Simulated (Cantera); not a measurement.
What does this Cantera script print?

```python
import numpy as np
import cantera as ct

gas_names = """
    CL CL2 H HCL H2 N NH NH2 NH3 N2 N2H2 N2H4 Si SiCL SiCL2 SiCL3 SiCL4 SiH SiHCL3 SiH2 SiH2CL2 SiH3
    SiH3CL SiH4 SiN Si2 Si2N Si3
""".split()
cond_names = """
    NH4CL(a) NH4CL(b) Si(cr) Si(L) Si3N4(a)
""".split()


# ... load() reads the species with a 1 bar reference pressure and builds the phases ...
atoms = {
    'Si2H6': {'Si': 2, 'H': 6},
    'Cl2': {'CL': 2},
    'N2': {'N': 2},
}
top_T = {'Si3N4(a)': 2400}  # K; cautious upper limits of use, not melting points


# ... equilibrate(T, P, feed) seeds the gas with the atoms and calls Mixture.equilibrate('TP', solver="vcs", rtol=1e-11, max_steps=5000) ...
results = []
feed = {'Si2H6': 1, 'Cl2': 0.0058, 'N2': 4.4}  # mol
T = 1000  # K
P = 130  # Pa
mix = equilibrate(T, P, feed)
results.append((T, P, feed, dict(zip(mix.species_names, mix.species_moles))))
x = sorted(zip(gas.X, gas.species_names), reverse=True)
print(f"T = {T:g} K  P = {P:g} Pa  gas = {mix.phase_moles(0):.4g} mol")
print("   x: " + "  ".join(f"{s} {v:.3e}" for v, s in x if v > 0.001))
print("   condensed (mol): " + ("  ".join(f"{mix.phase(i).name} {mix.phase_moles(i):.4g}"
      for i in range(1, mix.n_phases) if mix.phase_moles(i) > 1e-12) or "none"))
```

Result:

```
T = 1000 K  P = 130 Pa  gas = 6.072 mol
   x: N2 5.050e-01  H2 4.931e-01  HCL 1.910e-03
   condensed (mol): Si3N4(a) 0.6667
```

Cantera equilibrium calculation (NASA polynomials, part measured and part estimated; ideal gas, pure solids and liquids). The feed counts by its element totals alone. N2 is the only nitrogen source here; it is nearly inert below about 1500 K, so the nitride shown seldom forms there in practice.
